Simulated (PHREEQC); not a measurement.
0.01 mol of Clpyromorphite (Pb5(PO4)3Cl) is brought to equilibrium with 1 kg of water holding 100 mmol/kgw NaCl, at 25 °C, the pH being set by adding NaOH or HCl. Oxygen is held at 0.21 atm. No CO2 enters from the air. Solids allowed: Clpyromorphite, Litharge, Cotunnite, Laurionite, Hxypyromorphite. Others were left out.

Computed with PHREEQC (ion-association model, wateq4f.dat).

| pH | dissolved Pb (mol/kgw) | dissolved P (mol/kgw) | dissolved Cl (mol/kgw) | Pb(OH)4-2 (mol/kgw) | PO4-3 (mol/kgw) |
|---|---|---|---|---|---|
| 3 | 2.17e-5 | 1.30e-5 | 0.101 | 0 | 0 |
| 3.5 | 8.89e-6 | 5.33e-6 | 0.100 | 0 | 0 |
| 4 | 3.71e-6 | 2.23e-6 | 0.100 | 0 | 0 |
| 4.5 | 1.56e-6 | 9.37e-7 | 0.100 | 0 | 0 |
| 5 | 6.60e-7 | 3.96e-7 | 0.100 | 0 | 0 |
| 5.5 | 2.82e-7 | 1.69e-7 | 0.100 | 0 | 0 |
| 6 | 1.23e-7 | 7.37e-8 | 0.100 | 0 | 1.29e-14 |
| 6.5 | 5.69e-8 | 3.41e-8 | 0.100 | 0 | 4.71e-14 |
| 7 | 2.94e-8 | 1.77e-8 | 0.100 | 0 | 1.47e-13 |
| 7.5 | 1.76e-8 | 1.06e-8 | 0.100 | 0 | 3.89e-13 |
| 8 | 1.24e-8 | 7.43e-9 | 0.100 | 0 | 9.89e-13 |
| 8.5 | 1.07e-8 | 6.44e-9 | 0.100 | 0 | 2.84e-12 |
| 9 | 1.24e-8 | 7.42e-9 | 0.100 | 1.66e-13 | 1.05e-11 |
| 9.5 | 1.95e-8 | 1.17e-8 | 0.100 | 6.34e-12 | 5.25e-11 |
| 10 | 4.21e-8 | 2.53e-8 | 0.100 | 2.01e-10 | 3.56e-10 |
| 10.5 | 1.24e-7 | 7.43e-8 | 0.100 | 5.38e-9 | 3.21e-9 |
| 11 | 5.36e-7 | 3.22e-7 | 0.100 | 1.19e-7 | 4.03e-8 |
| 11.5 | 3.84e-6 | 2.31e-6 | 0.100 | 2.14e-6 | 7.24e-7 |
| 12 | 4.38e-5 | 2.63e-5 | 0.100 | 3.60e-5 | 1.57e-5 |
| 12.5 | 0.000710 | 0.000426 | 0.100 | 0.000668 | 0.000357 |
| 13 | 0.0168 | 0.0101 | 0.103 | 0.0165 | 0.00964 |

Complexes and solids missing from the database can't appear. H3PO4, which wateq4f.dat lacks, is added to it with the constant of phreeqc.dat. The database has no phosphate complexes of Pb. Later reviews don't keep the database's Pb(OH)4-2.
